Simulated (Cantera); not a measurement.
Input (Python, Cantera) and output of one run.

```python
import numpy as np
import cantera as ct

gas_names = [...]  # 62 gases of nasa_gas.yaml made of B, F, H, N, O
cond_names = """
    B(b) B(L) BN(s) B2O3(L) B3O3H3(cr) H2O(s) H2O(L)
""".split()


# ... load() reads the species with a 1 bar reference pressure and builds the phases ...
atoms = {
    'BF3': {'B': 1, 'F': 3},
    'H2O': {'H': 2, 'O': 1},
    'H2': {'H': 2},
    'N2': {'N': 2},
}
top_T = {'BN(s)': 3200}  # K; cautious upper limits of use, not melting points


# ... equilibrate(T, P, feed) seeds the gas with the atoms and calls Mixture.equilibrate('TP', solver="vcs", rtol=1e-11, max_steps=5000) ...
results = []
feed = {'BF3': 1, 'H2O': 4.9, 'H2': 0.28, 'N2': 0.23}  # mol
P = 13332.2  # Pa
for T in [1375, 1525, 1675, 1825, 1975, 2125, 2275]:
    mix = equilibrate(T, P, feed)
    results.append((T, P, feed, dict(zip(mix.species_names, mix.species_moles))))
    x = sorted(zip(gas.X, gas.species_names), reverse=True)
    print(f"T = {T:g} K  P = {P:g} Pa  gas = {mix.phase_moles(0):.4g} mol")
    print("   x: " + "  ".join(f"{s} {v:.3e}" for v, s in x if v > 0.0001))
    print("   condensed (mol): " + ("  ".join(f"{mix.phase(i).name} {mix.phase_moles(i):.4g}"
          for i in range(1, mix.n_phases) if mix.phase_moles(i) > 1e-12) or "none"))
```

It prints:

```
T = 1375 K  P = 13332.2 Pa  gas = 6.93 mol
   x: H2O 5.450e-01  HF 3.068e-01  H2 4.040e-02  N2 3.319e-02  BF3 2.928e-02  BOF 2.558e-02  HBO2 1.455e-02  B3O3F3 4.219e-03  H3B3O6 9.589e-04
   condensed (mol): B2O3(L) 0.2056
T = 1525 K  P = 13332.2 Pa  gas = 7.305 mol
   x: H2O 5.003e-01  HF 2.958e-01  BOF 7.628e-02  HBO2 4.457e-02  H2 3.832e-02  N2 3.149e-02  BF3 1.184e-02  B3O3F3 1.044e-03  H3B3O6 2.500e-04  B2O3 1.567e-04
   condensed (mol): none
T = 1675 K  P = 13332.2 Pa  gas = 7.388 mol
   x: H2O 4.828e-01  HF 3.131e-01  BOF 8.413e-02  HBO2 4.764e-02  H2 3.788e-02  N2 3.113e-02  BF3 2.921e-03  B2O3 2.671e-04
   condensed (mol): none
T = 1825 K  P = 13332.2 Pa  gas = 7.406 mol
   x: H2O 4.778e-01  HF 3.182e-01  BOF 8.448e-02  HBO2 4.894e-02  H2 3.781e-02  N2 3.105e-02  BF3 7.761e-04  B2O3 3.871e-04  H 2.345e-04  OH 2.072e-04
   condensed (mol): none
T = 1975 K  P = 13332.2 Pa  gas = 7.415 mol
   x: H2O 4.747e-01  HF 3.202e-01  BOF 8.360e-02  HBO2 4.982e-02  H2 3.803e-02  N2 3.100e-02  OH 8.692e-04  H 7.308e-04  B2O3 5.247e-04  BF3 2.450e-04  BO2 1.102e-04
   condensed (mol): none
T = 2125 K  P = 13332.2 Pa  gas = 7.434 mol
   x: H2O 4.693e-01  HF 3.208e-01  BOF 8.245e-02  HBO2 5.018e-02  H2 3.953e-02  N2 3.089e-02  OH 2.912e-03  H 1.977e-03  B2O3 6.754e-04  O2 5.213e-04  BO2 3.753e-04  NO 1.044e-04  O 1.033e-04
   condensed (mol): none
T = 2275 K  P = 13332.2 Pa  gas = 7.486 mol
   x: H2O 4.560e-01  HF 3.195e-01  BOF 8.114e-02  HBO2 4.959e-02  H2 4.509e-02  N2 3.057e-02  OH 7.773e-03  H 4.937e-03  O2 2.472e-03  BO2 1.017e-03  B2O3 8.275e-04  O 5.839e-04  NO 3.181e-04
   condensed (mol): none
```

Equilibrium computed with Cantera from the NASA thermochemical tables; the gas is ideal and each condensed phase is pure. Gases not in the tables: H3BO3.
